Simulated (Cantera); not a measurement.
What does this Cantera script print?

```python
import numpy as np
import cantera as ct

gas_names = [...]  # 110 gases of nasa_gas.yaml made of C, H, O
cond_names = """
    C(gr) C6H6(L) C7H8(L) C8H18(L),n-octa H2O(s) H2O(L)
""".split()


# ... load() reads the species with a 1 bar reference pressure and builds the phases ...
atoms = {
    'C2H4': {'C': 2, 'H': 4},
    'CO2': {'C': 1, 'O': 2},
}
top_T = {'C(gr)': 4500}  # K; cautious upper limits of use, not melting points


# ... equilibrate(T, P, feed) seeds the gas with the atoms and calls Mixture.equilibrate('TP', solver="vcs", rtol=1e-11, max_steps=5000) ...
results = []
feed = {'C2H4': 1, 'CO2': 0.87}  # mol
T = 2200  # K
for P in [10, 100, 1000, 10000, 100000, 1000000, 10000000]:
    mix = equilibrate(T, P, feed)
    results.append((T, P, feed, dict(zip(mix.species_names, mix.species_moles))))

top = {s: max(r[3][s] / sum(r[3][g] for g in gas_names) for r in results) for s in gas_names}
cols = sorted((s for s in top if top[s] > 1e-06), key=lambda s: -top[s])[:5]
seen = [c for c in cond_names if any(r[3].get(c, 0) > 1e-12 for r in results)]
print("log10 of partial pressures in bar; condensed amounts in mol")
print(f"{'P/Pa':>10s}" + "".join(f"{s[:9]:>10s}" for s in cols + seen))
for T, P, feed, n in results:
    ng = sum(n[g] for g in gas_names)
    print(f"{P:10.4g}" + "".join(f"{np.log10(max(n[s] / ng * P / 1e5, 1e-99)):10.3f}" for s in cols)
          + "".join(f"{n.get(c, 0):10.4g}" for c in seen))
```

Result:

```
log10 of partial pressures in bar; condensed amounts in mol
      P/Pa        H2        CO         H       CH4       H2O     C(gr)
        10    -4.526    -4.405    -4.512   -12.632   -13.175     1.123
       100    -3.354    -3.359    -3.926   -10.288   -10.957     1.121
      1000    -2.299    -2.341    -3.399    -8.177    -8.884      1.12
     1e+04    -1.281    -1.335    -2.890    -6.142    -6.860      1.12
     1e+05    -0.276    -0.333    -2.387    -4.131    -4.853      1.12
     1e+06     0.725     0.668    -1.887    -2.130    -2.851     1.117
     1e+07     1.717     1.670    -1.391    -0.145    -0.857     1.098
```

Method: chemical equilibrium by Gibbs-energy minimisation in Cantera with the NASA 1993 tables (ideal gas, pure condensed phases). The ideal-gas law is rough above about 30 bar.
